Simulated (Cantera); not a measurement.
A Cantera script and its output.

```python
import numpy as np
import cantera as ct

gas = ct.Solution("gri30.yaml")
gas.TPX = 525, 1000000, {'CH4': 1, 'C2H6': 0.13, 'O2': 4.09, 'N2': 15.4, 'CO2': 0.14}
inlet = ct.Reservoir(gas, clone=True)
gas.equilibrate("HP")  # start burning
reactor = ct.IdealGasConstPressureReactor(gas, energy="on", clone=False)
exhaust = ct.Reservoir(gas, clone=True)
tau = [0.29, 0.1, 0.036, 0.013, 0.0045, 0.0016, 0.00056, 0.0002, 7e-05, 2.5e-05, 8.7e-06][0]
for a, b in ((inlet, reactor), (reactor, exhaust)):
    ct.MassFlowController(a, b, mdot=lambda t: reactor.mass / tau)
net = ct.ReactorNet([reactor])
show = ['CH4', 'C2H6', 'O2', 'HO2', 'CH2O']

rows = []
print(f"{'tau/s':>10s}{'T/K':>9s}" + "".join(f"{s:>11s}" for s in show))
for tau in [0.29, 0.1, 0.036, 0.013, 0.0045, 0.0016, 0.00056, 0.0002, 7e-05, 2.5e-05, 8.7e-06]:
    net.initial_time = 0.0
    net.advance(30 * tau)
    before = gas.X
    net.advance(40 * tau)
    drift = np.max(np.abs(gas.X - before) / (gas.X + 1e-9))
    rows.append([gas.T, *gas[show].X, drift])
    print(f"{tau:10.3e}{gas.T:9.1f}" + "".join(f"{x:11.3e}" for x in gas[show].X))
```

It prints:

```
     tau/s      T/K        CH4       C2H6         O2        HO2       CH2O
 2.900e-01   1836.4  1.035e-06  2.552e-08  7.838e-02  1.348e-06  1.186e-07
 1.000e-01   1836.0  2.789e-06  7.049e-08  7.842e-02  1.515e-06  3.224e-07
 3.600e-02   1835.1  6.715e-06  1.778e-07  7.846e-02  1.932e-06  7.895e-07
 1.300e-02   1833.1  1.488e-05  4.203e-07  7.853e-02  2.925e-06  1.798e-06
 4.500e-03   1828.8  3.221e-05  9.766e-07  7.871e-02  5.283e-06  4.039e-06
 1.600e-03   1820.6  6.760e-05  2.171e-06  7.912e-02  1.032e-05  8.813e-06
 5.600e-04   1803.3  1.491e-04  4.986e-06  8.011e-02  2.163e-05  2.009e-05
 2.000e-04   1762.5  3.833e-04  1.314e-05  8.278e-02  4.978e-05  5.169e-05
 7.000e-05    525.0  4.817e-02  6.262e-03  1.970e-01 -7.640e-19 -1.772e-17
 2.500e-05    525.0  4.817e-02  6.262e-03  1.970e-01  1.396e-20 -8.964e-21
 8.700e-06    525.0  4.817e-02  6.262e-03  1.970e-01  5.561e-21 -5.662e-22
```

Model: GRI-Mech 3.0 (53 species, 325 reactions), integrated in Cantera.
